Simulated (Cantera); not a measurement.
**Transport properties of process gases**

Gas mixture: 100 % N2O, at 1.00 bar, frozen composition.

Cantera's kinetic-theory transport with the Lennard-Jones parameters of GRI-Mech 3.0, ideal gas; thermal conductivity in the multicomponent form. The composition is frozen, though it would react at the higher temperatures.

```tsv
T (K)	ρ (kg/m³)	cp (J/kg/K)	μ (µPa s)	λ (mW/m/K)	Pr	D (cm²/s) H2	D (cm²/s) NH3	D (cm²/s) CH3
400	1.32	970.3	19.5	25.3	0.746	1.09	0.286	0.297
600	0.882	1101	27.3	40.4	0.744	2.18	0.621	0.612
800	0.662	1192	34.0	54.7	0.742	3.53	1.05	1.01
1000	0.529	1255	40.0	67.9	0.740	5.13	1.57	1.48
1200	0.441	1294	45.5	79.8	0.738	6.95	2.16	2.01
1400	0.378	1327	50.5	91.0	0.736	8.97	2.83	2.61
1600	0.331	1353	55.2	102	0.735	11.2	3.55	3.26
1800	0.294	1375	59.7	112	0.733	13.6	4.34	3.97
```
D: mixture-averaged diffusion coefficient of that species in the mixture.
